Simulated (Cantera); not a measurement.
Cantera with NASA thermochemical tables; ideal gases at 1 bar, condensed phases pure. Values are per mole of reaction as written; species without (g) are pure solids or liquids, kept so even where they would boil at 1 bar.

a) H2(g) + I2(g) = 2 HI(g)
b) 0.6667 Al + I2(g) = 0.6667 AlI3(g)
c) Mg + I2(g) = MgI2
d) Pb + I2(g) = PbI2(g)

Question: Order these by ΔG° at 1200 K, most negative first.

Answer: c (-253 kJ), b (-151 kJ), d (-95 kJ), a (-31 kJ)
